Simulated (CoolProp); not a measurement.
500 sccm (0 °C, 1 atm) of nitrogen bubbles through liquid hexamethyldisiloxane (MM) at 316.1 K and leaves saturated at a total pressure of 0.15 MPa (ideal gas phase). Each further row changes one setting.

Model: reference Helmholtz-energy equation of state, Thol 2016, in CoolProp.

```
case                      vapour pressure (kPa)  mole fraction of vapour  delivery (mg/min)  delivery (sccm)  change of delivery for a bath 1 K warmer (%)
------------------------  ---------------------  -----------------------  -----------------  ---------------  --------------------------------------------
as stated                                  13.0               (withheld)         (withheld)             47.4                                           4.9
bath temperature 321.1 K             (withheld)                    0.107                436       (withheld)                                    (withheld)
total pressure 0.3 MPa                     13.0                   0.0433                164       (withheld)                                           4.7
```

Q: Fill in the missing entries.

A: 
- as stated, mole fraction of vapour: 0.0867
- as stated, delivery (mg/min): 344
- bath temperature 321.1 K, vapour pressure (kPa): 16.1
- bath temperature 321.1 K, delivery (sccm): 60.2
- bath temperature 321.1 K, change of delivery for a bath 1 K warmer (%): 4.8
- total pressure 0.3 MPa, delivery (sccm): 22.6
